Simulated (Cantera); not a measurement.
An isothermal, constant-pressure homogeneous reactor starts with NO : N2 = 1 : 0.41 (molar parts), at 1975 K and 0.0580 bar.

Computed with Cantera and GRI-Mech 3.0 (53 species, 325 reactions).

### Question
Predict: x(NO) at 1.00 s; x(N2) at 1.00 s; x(N2O) at 1.00 s; x(O2) at 1.00 s; x(NO2) at 1.00 s; x(O) at 1.00 s.

### Answer
- x(NO) at 1.00 s = 0.618 (gas-phase equilibrium 0.00834)
- x(N2) at 1.00 s = 0.336 (gas-phase equilibrium 0.641)
- x(N2O) at 1.00 s = 0.000138 (gas-phase equilibrium 1.02e-7)
- x(O2) at 1.00 s = 0.0453 (gas-phase equilibrium 0.350)
- x(NO2) at 1.00 s = 0.000124 (gas-phase equilibrium 4.66e-6)
- x(O) at 1.00 s = 0.000580 (gas-phase equilibrium 0.00136)
